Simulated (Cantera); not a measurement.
A freely propagating, adiabatic, planar premixed flame of CH₄ : CO : O₂ : N₂ = 1 : 1.2 : 2.36 : 8.04 (molar parts), equivalence ratio 1.1, unburnt at 525 K and 101000 Pa; mixture-averaged transport, grid criteria slope 0.08 and curve 0.16, no radiation.

Computed with Cantera and GRI-Mech 3.0 (53 species, 325 reactions). Burning velocities carry a grid error of a few per cent, more on coarse grids.

### Question
Predict: laminar burning velocity; thermal thickness; peak x(H); peak x(CH₃); peak x(CH₂O).

### Answer
```json
{
 "laminar_burning_velocity": "147 cm/s",
 "thermal_thickness": "0.287 mm",
 "peak x(H)": "0.0139",
 "peak x(CH₃)": "0.00250",
 "peak x(CH₂O)": "0.000963"
}
```
